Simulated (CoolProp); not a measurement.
Vapour-liquid equilibrium of R124 (1) + R142b (2) at 264.2 K; x and y are mole fractions of (1).

Model: multi-fluid Helmholtz-energy mixture model, de Vries 1995 and Lemmon 2006; pair parameters Bell 2016, in CoolProp.

```csv
x,"bubble pressure, mixture model (MPa)","bubble pressure, Raoult's law (MPa)","y, mixture model","y, Raoult's law"
0.05,0.1024,0.1027,0.053,0.056
0.2,0.1036,0.1046,0.211,0.219
0.35,0.1047,0.1065,0.367,0.377
0.5,0.1062,0.1084,0.523,0.529
0.65,0.1080,0.1103,0.677,0.676
0.8,0.1105,0.1122,0.824,0.818
0.95,0.1136,0.1141,0.959,0.955
```

The largest gap from Raoult's law is -2.1 % in bubble pressure, at x = 0.65. No azeotrope shows between x = 0.05 and 0.95.

Pair parameters are fitted to limited data, so mixtures are less certain than the pure fluids.
